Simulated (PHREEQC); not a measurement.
Make-up at 9.8 °C: 0.057 mol/kgw HF, 0.0018 mol/kgw NaF, 0.025 mol/kgw (NH4)2SiF6 and 0.00032 mol/kgw H2SO4. Closed to the air; pH follows from the charge balance.

Model: ion-association model, phreeqc.dat, run in PHREEQC.

Precipitation was switched off in this run.

Question: Order these F species by the share of F that they hold, largest first: SiF6-2, F-, HF2-, HF.

Answer: SiF6-2 (72 %), HF (23 %), F- (3.9 %), HF2- (1.2 %)

The pH is 2.17 and the ionic strength 0.0851 mol/kgw. Complexes and solids missing from the database can't appear. Constants without temperature data keep their 25 °C values here. SiF6-2 is the database's only silicon fluoride.
